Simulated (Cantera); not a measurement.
Ignition delay

Mixture: 2.14 % C₃H₈, 15.3 % O₂, 82.6 % N₂, at 825 Torr, adiabatic and at constant volume. Ignition delay is the time to a rise of 400 K.

Cantera simulation using GRI-Mech 3.0 (53 species, 325 reactions); the numbers are that mechanism's predictions, not measurements. GRI-Mech 3.0 was tuned for natural gas; its chemistry of propane as a main component is partial and can be far from experiment.

```tsv
T0 (K)	delay (ms)
1125	34.7
1225	4.08
1325	0.695
1425	0.175
1525	0.0626
1625	0.0295
1725	0.0169
1825	0.0111
1925	0.00800
2025	0.00615
```

* **apparent activation energy between 1825 and 2025 K**: 91 kJ/mol
